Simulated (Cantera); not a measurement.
# Counterflow diffusion flame

A counterflow diffusion flame at 1.97 atm, nozzles 20 mm apart: fuel side 43.5 % CO, 56.5 % H₂ at 550 K, oxidiser side 25.0 % O₂, 75.0 % N₂ at 575 K, fuel mass flux 0.69 times the oxidiser's; mixture-averaged transport, no radiation.

Computed with Cantera and GRI-Mech 3.0 (53 species, 325 reactions). The maximum strain rate includes the flame's own expansion and is several times the mean.

```csv
oxidiser flux (kg/m²/s),max strain (1/s),mean strain (1/s),T max (K),peak x OH,peak x H,peak x NO,peak x CO
1.2,442,121,2621,0.0198,0.00946,0.00131,0.474
1.5,546,151,2608,0.0201,0.00998,0.00110,0.474
1.9,684,191,2591,0.0204,0.0106,0.000898,0.473
2.5,887,251,2567,0.0207,0.0115,0.000698,0.472
3.1,1090,311,2544,0.0209,0.0123,0.000564,0.472
4,1390,402,2514,0.0212,0.0134,0.000434,0.473
5.1,1750,512,2482,0.0214,0.0146,0.000334,0.473
6.5,2200,653,2449,0.0216,0.0158,0.000259,0.472
8.2,2750,824,2417,0.0218,0.0173,0.000204,0.472
10,3320,1000,2385,0.0219,0.0185,0.000165,0.472
```
x: mole fraction; the columns are a selection and need not sum to one.
